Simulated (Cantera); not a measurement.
What does this Cantera script print?

```python
import numpy as np
import cantera as ct

gas_names = """
    H H2 N NH NH2 NH3 N2 N2H2 N2H4 Si SiH SiH2 SiH3 SiH4 SiN Si2 Si2N Si3
""".split()
cond_names = """
    Si(cr) Si(L) Si3N4(a)
""".split()


# ... load() reads the species with a 1 bar reference pressure and builds the phases ...
atoms = {
    'SiH4': {'Si': 1, 'H': 4},
    'NH3': {'N': 1, 'H': 3},
    'N2': {'N': 2},
}
top_T = {'Si3N4(a)': 2400}  # K; cautious upper limits of use, not melting points


# ... equilibrate(T, P, feed) seeds the gas with the atoms and calls Mixture.equilibrate('TP', solver="vcs", rtol=1e-11, max_steps=5000) ...
results = []
feed = {'SiH4': 1, 'NH3': 0.31, 'N2': 0.65}  # mol
P = 133.322  # Pa
for T in [875, 975, 1075, 1175, 1275, 1375, 1475, 1575, 1675]:
    mix = equilibrate(T, P, feed)
    results.append((T, P, feed, dict(zip(mix.species_names, mix.species_moles))))

top = {s: max(r[3][s] / sum(r[3][g] for g in gas_names) for r in results) for s in gas_names}
cols = sorted((s for s in top if top[s] > 0.0001), key=lambda s: -top[s])[:6]
seen = [c for c in cond_names if any(r[3].get(c, 0) > 1e-12 for r in results)]
print("log10 of partial pressures in bar; condensed amounts in mol")
print(f"{'T/K':>10s}" + "".join(f"{s[:9]:>10s}" for s in cols + seen))
for T, P, feed, n in results:
    ng = sum(n[g] for g in gas_names)
    print(f"{T:10.4g}" + "".join(f"{np.log10(max(n[s] / ng * P / 1e5, 1e-99)):10.3f}" for s in cols)
          + "".join(f"{n.get(c, 0):10.4g}" for c in seen))
```

Output:

```
log10 of partial pressures in bar; condensed amounts in mol
       T/K        H2        N2         H        Si    Si(cr)  Si3N4(a)
       875    -2.899    -4.150   -11.749   -25.378         0    0.3333
       975    -2.899    -4.150   -10.391   -21.109         0    0.3333
      1075    -2.899    -4.150    -9.283   -17.639         0    0.3333
      1175    -2.899    -4.150    -8.361   -14.765         0    0.3333
      1275    -2.899    -4.150    -7.582   -12.345         0    0.3333
      1375    -2.899    -4.150    -6.915   -10.282         0    0.3333
      1475    -2.899    -4.150    -6.337    -8.501         0    0.3333
      1575    -2.944    -3.714    -5.853    -7.241    0.4186    0.1937
      1675    -2.999    -3.485    -5.435    -6.363    0.9988         0
```

Equilibrium computed with Cantera from the NASA thermochemical tables; the gas is ideal and each condensed phase is pure. Mutual solubility and eutectic melting of coexisting phases are not modelled.
